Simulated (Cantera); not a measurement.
A perfectly stirred reactor is fed with CH4 : C2H6 : O2 : N2 = 1 : 1.4 : 4.31 : 41.8 (molar parts), at 5.00 bar; it is adiabatic with a 323 K inlet, and is followed from long to short residence time, starting on the burning branch (τ in s: 0.15, 0.054, 0.02, 0.0073, 0.0027, 0.00098, 0.00036, 0.00013, 4.9e-05, 1.8e-05).

Detailed kinetics in Cantera: GRI-Mech 3.0 (53 species, 325 reactions).

x: mole fraction; the columns are a selection and need not sum to one.

| τ (s) | T (K) | x CH4 | x C2H6 | x O2 | x CH2O | x O |
|---|---|---|---|---|---|---|
| 0.15 | 1196 | 0.00773 | 0.000597 | 0.00479 | 0.000127 | 6.04e-8 |
| 0.054 | 1145 | 0.00741 | (withheld) | (withheld) | (withheld) | (withheld) |
| 0.020 | 323 | 0.0206 | 0.0289 | 0.0888 | <1e-12 | <1e-12 |
| 0.0073 | 323 | 0.0206 | 0.0289 | 0.0888 | <1e-12 | <1e-12 |
| 0.0027 | 323 | 0.0206 | 0.0289 | 0.0888 | <1e-12 | <1e-12 |
| 0.00098 | 323 | 0.0206 | 0.0289 | 0.0888 | <1e-12 | <1e-12 |
| 0.00036 | 323 | 0.0206 | 0.0289 | 0.0888 | <1e-12 | <1e-12 |
| 0.00013 | 323 | 0.0206 | 0.0289 | 0.0888 | <1e-12 | <1e-12 |
| 4.9e-5 | 323 | 0.0206 | 0.0289 | 0.0888 | <1e-12 | <1e-12 |
| 1.8e-5 | 323 | 0.0206 | 0.0289 | 0.0888 | <1e-12 | <1e-12 |

Task: What belongs in the gaps?

Result: 
- 0.054, x C2H6: 0.00133
- 0.054, x O2: 0.00921
- 0.054, x CH2O: 0.000369
- 0.054, x O: 8.95e-8
